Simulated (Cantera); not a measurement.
Input (Python, Cantera) and output of one run.

```python
import numpy as np
import cantera as ct

gas_names = """
    C CH CH2 CH3 CH2OH CH3O CH4 CH3OH CN CO CO2 COOH C2 C2H CHCO,ketyl C2H2,acetylene C2H2,vinylidene
    CH2CO,ketene C2H3,vinyl CH3CN CH3CO,acetyl C2H4 C2H4O,ethylen CH3CHO,ethanal CH3COOH (HCOOH)2 C2H5
    C2H6 CH3OCH3 C2H5OH CCN CNC C2N2 C2O C3 C3H3,propargyl C3H4,allene C3H4,propyne C3H4,cyclo-
    C3H5,allyl C3H6,propylene C3H6,cyclo- C3H6O C3H7,n-propyl C3H7,i-propyl C3H8 C3H8O,1propanol
    C3H8O,2propanol C3O2 C4 C4H2 C4H4,1,3-cyclo- C4H6,butadiene C4H6,2-butyne C4H6,cyclo- C4H8,1-butene
    C4H8,cis2-buten C4H8,tr2-butene C4H8,isobutene C4H8,cyclo- (CH3COOH)2 C4H9,n-butyl C4H9,i-butyl
    C4H9,s-butyl C4H9,t-butyl C4H10,isobutane C4H10,n-butane C4N2 C5 C5H6,1,3cyclo- C5H8,cyclo-
    C5H10,1-pentene C5H10,cyclo- C5H11,pentyl C5H11,t-pentyl C5H12,n-pentane C5H12,i-pentane
    CH3C(CH3)2CH3 C6H2 C6H5,phenyl C6H5O,phenoxy C6H6 C6H5OH,phenol C6H10,cyclo- C6H12,1-hexene
    C6H12,cyclo- C6H13,n-hexyl C7H7,benzyl C7H8 C7H8O,cresol C7H14,1-heptene C7H15,n-heptyl
    C7H16,n-heptane C8H8,styrene C8H10,ethylbenz C8H16,1-octene C8H17,n-octyl C8H18,isooctane
    C8H18,n-octane C9H19,n-nonyl C10H8,naphthale C10H21,n-decyl C12H9,o-bipheny C12H10,bipheny H HCN HCO
    HCCN HNC HNCO HNO HNO2 HNO3 HO2 H2 HCHO,formaldehy HCOOH H2O H2O2 N NCO NH NH2 NH3 NH2OH NO NO2 NO3
    N2 N2H2 N2H4 N2O O OH O2 O3 Ti TiO TiO2
""".split()
cond_names = """
    C(gr) C6H6(L) C7H8(L) C8H18(L),n-octa H2O(s) H2O(L) Ti(a) Ti(b) Ti(L) TiC(s) TiC(L) TiN(s) TiN(L)
    TiO(a) TiO(b) TiO(L) TiO2(ru) TiO2(L) Ti2O3(a) Ti2O3(b) Ti2O3(L) Ti3O5(a) Ti3O5(b) Ti3O5(L) Ti4O7(s)
    Ti4O7(L)
""".split()


def load(file, names, dense=False):
    # The tables refer to 1 bar. Condensed volumes are neglected.
    table = {s.name: s for s in ct.Species.list_from_file(file)}
    out = []
    for n in names:
        d = dict(table[n].input_data)
        d["thermo"] = dict(d["thermo"], **{"reference-pressure": 1e5})
        if dense:
            d["equation-of-state"] = {"model": "constant-volume", "density": "1e6 g/cm^3"}
        out.append(ct.Species.from_dict(d))
    return out


gas = ct.Solution(thermo="ideal-gas", species=load("nasa_gas.yaml", gas_names))
cond = {s.name: ct.Solution(thermo="fixed-stoichiometry", species=[s], name=s.name)
        for s in load("nasa_condensed.yaml", cond_names, dense=True)}
atoms = {
    'Ti(OiPr)4': {'Ti': 1, 'C': 12, 'H': 28, 'O': 4},
    'H2': {'H': 2},
    'N2': {'N': 2},
}
top_T = {'C(gr)': 4500}  # K; cautious upper limits of use, not melting points


def equilibrate(T, P, feed):
    n = {}
    for name, mol in feed.items():
        for a, k in atoms[name].items():
            n[a] = n.get(a, 0.0) + k * mol
    gas.TPX = T, P, n
    mass = sum(n.values()) * gas.mean_molecular_weight
    gas.equilibrate("TP")
    valid = [c for c in cond.values() if c.min_temp <= T <= top_T.get(c.name, c.max_temp)]
    mix = ct.Mixture([(gas, mass / gas.mean_molecular_weight)] + [(c, 0.0) for c in valid])
    mix.T, mix.P = T, P
    mix.equilibrate("TP", solver="vcs", rtol=1e-11, max_steps=5000)
    return mix


results = []
feed = {'Ti(OiPr)4': 1, 'H2': 220, 'N2': 300}  # mol
P = 4000  # Pa
for T in [1923, 1948, 1973, 1998, 2023, 2048, 2073, 2098, 2123, 2148, 2173, 2198, 2223]:
    mix = equilibrate(T, P, feed)
    results.append((T, P, feed, dict(zip(mix.species_names, mix.species_moles))))
    x = sorted(zip(gas.X, gas.species_names), reverse=True)
    print(f"T = {T:g} K  P = {P:g} Pa  gas = {mix.phase_moles(0):.4g} mol")
    print("   x: " + "  ".join(f"{s} {v:.3e}" for v, s in x if v > 0.001))
    print("   condensed (mol): " + ("  ".join(f"{mix.phase(i).name} {mix.phase_moles(i):.4g}"
          for i in range(1, mix.n_phases) if mix.phase_moles(i) > 1e-12) or "none"))
```

It prints:

```
T = 1923 K  P = 4000 Pa  gas = 538.8 mol
   x: N2 5.540e-01  H2 4.298e-01  CO 7.423e-03  HCN 5.249e-03  H 3.088e-03
   condensed (mol): C(gr) 3.82  TiC(s) 1
T = 1948 K  P = 4000 Pa  gas = 539 mol
   x: N2 5.535e-01  H2 4.290e-01  CO 7.421e-03  HCN 5.823e-03  H 3.701e-03
   condensed (mol): C(gr) 3.447  TiC(s) 1
T = 1973 K  P = 4000 Pa  gas = 539.2 mol
   x: N2 5.530e-01  H2 4.281e-01  CO 7.419e-03  HCN 6.442e-03  H 4.414e-03
   condensed (mol): C(gr) 3.039  TiC(s) 1
T = 1998 K  P = 4000 Pa  gas = 539.4 mol
   x: N2 5.524e-01  H2 4.271e-01  CO 7.415e-03  HCN 7.106e-03  H 5.242e-03
   condensed (mol): C(gr) 2.596  TiC(s) 1
T = 2023 K  P = 4000 Pa  gas = 539.7 mol
   x: N2 5.518e-01  H2 4.260e-01  HCN 7.818e-03  CO 7.412e-03  H 6.197e-03
   condensed (mol): C(gr) 2.115  TiC(s) 1
T = 2048 K  P = 4000 Pa  gas = 540 mol
   x: N2 5.510e-01  H2 4.247e-01  HCN 8.578e-03  CO 7.408e-03  H 7.297e-03
   condensed (mol): C(gr) 1.594  TiC(s) 1
T = 2073 K  P = 4000 Pa  gas = 540.3 mol
   x: N2 5.502e-01  H2 4.233e-01  HCN 9.388e-03  H 8.555e-03  CO 7.403e-03
   condensed (mol): C(gr) 1.032  TiC(s) 1
T = 2098 K  P = 4000 Pa  gas = 540.7 mol
   x: N2 5.494e-01  H2 4.217e-01  HCN 1.025e-02  H 9.992e-03  CO 7.398e-03
   condensed (mol): C(gr) 0.4248  TiC(s) 0.9999
T = 2123 K  P = 4000 Pa  gas = 541.1 mol
   x: N2 5.486e-01  H2 4.201e-01  H 1.163e-02  HCN 1.084e-02  CO 7.392e-03
   condensed (mol): TiC(s) 0.9999
T = 2148 K  P = 4000 Pa  gas = 541.7 mol
   x: N2 5.480e-01  H2 4.188e-01  H 1.349e-02  HCN 1.083e-02  CO 7.385e-03
   condensed (mol): TiC(s) 0.9998
T = 2173 K  P = 4000 Pa  gas = 542.2 mol
   x: N2 5.474e-01  H2 4.173e-01  H 1.559e-02  HCN 1.082e-02  CO 7.377e-03
   condensed (mol): TiC(s) 0.9997
T = 2198 K  P = 4000 Pa  gas = 542.9 mol
   x: N2 5.468e-01  H2 4.156e-01  H 1.795e-02  HCN 1.081e-02  CO 7.368e-03
   condensed (mol): TiC(s) 0.9996
T = 2223 K  P = 4000 Pa  gas = 543.6 mol
   x: N2 5.460e-01  H2 4.137e-01  H 2.060e-02  HCN 1.079e-02  CO 7.358e-03
   condensed (mol): TiC(s) 0.9993
```

Equilibrium computed with Cantera from the NASA thermochemical tables; the gas is ideal and each condensed phase is pure. The feed counts by its element totals alone. TiC: taken at fixed stoichiometry.
